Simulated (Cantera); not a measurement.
Cantera run:

```python
import numpy as np
import cantera as ct

gas_names = """
    Cu CuO Cu2 H HO2 H2 H2O H2O2 O OH O2 O3
""".split()
cond_names = """
    Cu(cr) Cu(L) CuO(s) CuO2H2(s) Cu2O(s) Cu2O(L) H2O(s) H2O(L)
""".split()


# ... load() reads the species with a 1 bar reference pressure and builds the phases ...
atoms = {
    'CuO': {'Cu': 1, 'O': 1},
    'H2': {'H': 2},
}
top_T = {'CuO(s)': 1390}  # K; cautious upper limits of use, not melting points


# ... equilibrate(T, P, feed) seeds the gas with the atoms and calls Mixture.equilibrate('TP', solver="vcs", rtol=1e-11, max_steps=5000) ...
results = []
T = 1948.15  # K
P = 110  # Pa
for m in [7.1, 9.6, 13, 18, 24, 33, 46, 62, 85]:
    feed = {'CuO': 1, 'H2': m}  # mol
    mix = equilibrate(T, P, feed)
    results.append((T, P, feed, dict(zip(mix.species_names, mix.species_moles))))

top = {s: max(r[3][s] / sum(r[3][g] for g in gas_names) for r in results) for s in gas_names}
cols = sorted((s for s in top if top[s] > 1e-05), key=lambda s: -top[s])[:5]
seen = [c for c in cond_names if any(r[3].get(c, 0) > 1e-12 for r in results)]
print("log10 of partial pressures in bar; condensed amounts in mol")
print(f"{'n(H2)':>10s}" + "".join(f"{s[:9]:>10s}" for s in cols + seen))
for T, P, feed, n in results:
    ng = sum(n[g] for g in gas_names)
    print(f"{feed['H2']:10.4g}" + "".join(f"{np.log10(max(n[s] / ng * P / 1e5, 1e-99)):10.3f}" for s in cols)
          + "".join(f"{n.get(c, 0):10.4g}" for c in seen))
```

It prints:

```
log10 of partial pressures in bar; condensed amounts in mol
     n(H2)        H2        Cu       H2O         H        OH
       7.1    -3.097    -3.874    -3.875    -4.495    -6.317
       9.6    -3.064    -3.991    -3.992    -4.479    -6.450
        13    -3.040    -4.112    -4.113    -4.467    -6.583
        18    -3.022    -4.244    -4.246    -4.457    -6.725
        24    -3.010    -4.364    -4.365    -4.451    -6.850
        33    -3.000    -4.497    -4.499    -4.446    -6.989
        46    -2.992    -4.638    -4.639    -4.443    -7.133
        62    -2.987    -4.765    -4.767    -4.440    -7.263
        85    -2.984    -4.900    -4.902    -4.438    -7.400
```

Method: chemical equilibrium by Gibbs-energy minimisation in Cantera with the NASA 1993 tables (ideal gas, pure condensed phases).
